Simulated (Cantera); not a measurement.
Input (Python, Cantera) and output of one run.

```python
import numpy as np
import cantera as ct

gas_names = [...]  # 113 gases of nasa_gas.yaml made of C, H, O, Pb
cond_names = """
    C(gr) C6H6(L) C7H8(L) C8H18(L),n-octa H2O(s) H2O(L) Pb(cr) Pb(L) PbO(rd) PbO(yw) PbO(L) PbO2(s)
    Pb3O4(s)
""".split()


# ... load() reads the species with a 1 bar reference pressure and builds the phases ...
atoms = {
    'PbO': {'Pb': 1, 'O': 1},
    'CO': {'C': 1, 'O': 1},
    'CH4': {'C': 1, 'H': 4},
}
top_T = {'C(gr)': 4500, 'Pb3O4(s)': 820}  # K; cautious upper limits of use, not melting points


# ... equilibrate(T, P, feed) seeds the gas with the atoms and calls Mixture.equilibrate('TP', solver="vcs", rtol=1e-11, max_steps=5000) ...
results = []
feed = {'PbO': 1, 'CO': 1.1, 'CH4': 2.5}  # mol
P = 100000  # Pa
for T in [1298, 1398, 1498, 1598, 1698, 1798, 1898, 1998, 2098, 2198, 2298]:
    mix = equilibrate(T, P, feed)
    results.append((T, P, feed, dict(zip(mix.species_names, mix.species_moles))))

top = {s: max(r[3][s] / sum(r[3][g] for g in gas_names) for r in results) for s in gas_names}
cols = sorted((s for s in top if top[s] > 0.001), key=lambda s: -top[s])[:9]
seen = [c for c in cond_names if any(r[3].get(c, 0) > 1e-12 for r in results)]
print("log10 of partial pressures in bar; condensed amounts in mol")
print(f"{'T/K':>10s}" + "".join(f"{s[:9]:>10s}" for s in cols + seen))
for T, P, feed, n in results:
    ng = sum(n[g] for g in gas_names)
    print(f"{T:10.4g}" + "".join(f"{np.log10(max(n[s] / ng * P / 1e5, 1e-99)):10.3f}" for s in cols)
          + "".join(f"{n.get(c, 0):10.4g}" for c in seen))
```

It prints:

```
log10 of partial pressures in bar; condensed amounts in mol
       T/K        H2        CO        Pb         H       CH4 C2H2,acet       H2O     C(gr)     Pb(L)
      1298    -0.157    -0.532    -2.592    -6.048    -2.412    -6.410    -2.720     1.489    0.9819
      1398    -0.158    -0.533    -2.069    -5.404    -2.675    -5.768    -3.113     1.491    0.9391
      1498    -0.164    -0.540    -1.618    -4.847    -2.914    -5.219    -3.462     1.494    0.8249
      1598    -0.180    -0.556    -1.225    -4.364    -3.143    -4.749    -3.788     1.496    0.5501
      1698    -0.210    -0.586    -0.909    -3.945    -3.377    -4.352    -4.108     1.497         0
      1798    -0.210    -0.586    -0.909    -3.558    -3.531    -3.973    -4.337     1.496         0
      1898    -0.210    -0.586    -0.909    -3.212    -3.668    -3.635    -4.541     1.495         0
      1998    -0.211    -0.586    -0.909    -2.900    -3.791    -3.331    -4.725     1.491         0
      2098    -0.212    -0.587    -0.909    -2.618    -3.903    -3.057    -4.891     1.485         0
      2198    -0.213    -0.587    -0.910    -2.361    -4.005    -2.809    -5.041     1.474         0
      2298    -0.216    -0.588    -0.910    -2.127    -4.099    -2.584    -5.180     1.457         0
```

These are equilibrium values from Cantera (NASA tables, ideal gas, pure condensed phases), not measurements of a reactor.
